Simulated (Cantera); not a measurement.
**Stirred combustor or abatement burner**

A perfectly stirred reactor is fed with 10.1 % CH4, 18.4 % O2, 69.2 % N2, 2.23 % H2O, equivalence ratio 1.1, at 6380 Torr; it is adiabatic with a 423 K inlet, and is followed from long to short residence time, starting on the burning branch (τ in s: 0.17, 0.055, 0.018, 0.0059, 0.0019, 0.00064, 0.00021, 6.9e-05, 2.3e-05, 7.4e-06).

Computed with Cantera and GRI-Mech 3.0 (53 species, 325 reactions).

```tsv
τ (s)	T (K)	x CH4	x O2	x H2O	x C2H4	x H2	x HCN	x C2H6
0.17	2266	3.18e-6	0.000135	0.208	2.03e-10	0.0123	3.30e-7	9.28e-12
0.055	2265	8.11e-6	0.000196	0.207	1.41e-9	0.0123	8.37e-7	6.60e-11
0.018	2261	1.75e-5	0.000344	0.207	7.34e-9	0.0124	1.81e-6	3.57e-10
0.0059	2253	3.34e-5	0.000666	0.206	2.92e-8	0.0126	3.43e-6	1.50e-9
0.0019	2239	6.17e-5	0.00133	0.205	9.99e-8	0.0131	5.94e-6	5.52e-9
0.00064	2216	0.000116	0.00255	0.204	3.12e-7	0.0138	9.44e-6	1.90e-8
0.00021	2178	0.000246	0.00482	0.201	1.09e-6	0.0150	1.44e-5	7.69e-8
6.9e-5	2115	0.000655	0.00945	0.197	5.57e-6	0.0165	2.12e-5	5.09e-7
2.3e-5	423	0.101	0.184	0.0223	<1e-12	<1e-12	<1e-12	<1e-12
7.4e-6	423	0.101	0.184	0.0223	<1e-12	<1e-12	<1e-12	<1e-12
```
x: mole fraction; the columns are a selection and need not sum to one.
